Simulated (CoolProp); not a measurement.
A simple Rankine cycle with ammonia: condensing at 297.15 K, boiler at 2.97 MPa, turbine inlet 488.4 K, turbine efficiency 0.65, pump efficiency 0.6, no recuperator. Each further row changes one setting.

The numbers come from the reference Helmholtz-energy equation of state, Gao 2020 in CoolProp.

```json
[
 {"case": "as stated", "thermal efficiency (%)": "…", "net work (kJ/kg)": "…", "heat in (kJ/kg)": "1620", "turbine exit temperature (K)": "416.5", "volume ratio over the turbine": "2.66"},
 {"case": "turbine inlet 508.4 K", "thermal efficiency (%)": "8.9", "net work (kJ/kg)": "149", "heat in (kJ/kg)": "1670", "turbine exit temperature (K)": "435.4", "volume ratio over the turbine": "2.67"},
 {"case": "condensing temperature 289.15 K", "thermal efficiency (%)": "10.3", "net work (kJ/kg)": "170", "heat in (kJ/kg)": "1660", "turbine exit temperature (K)": "402.3", "volume ratio over the turbine": "3.33"},
 {"case": "boiler pressure 2.08 MPa", "thermal efficiency (%)": "6.3", "net work (kJ/kg)": "102", "heat in (kJ/kg)": "…", "turbine exit temperature (K)": "439.1", "volume ratio over the turbine": "1.95"},
 {"case": "turbine efficiency 0.55", "thermal efficiency (%)": "7.3", "net work (kJ/kg)": "119", "heat in (kJ/kg)": "1620", "turbine exit temperature (K)": "425.8", "volume ratio over the turbine": "…"}
]
```

### Question
Some entries are withheld; supply them.

### Answer

- as stated, thermal efficiency (%): 8.7
- as stated, net work (kJ/kg): 142
- boiler pressure 2.08 MPa, heat in (kJ/kg): 1640
- turbine efficiency 0.55, volume ratio over the turbine: 2.73
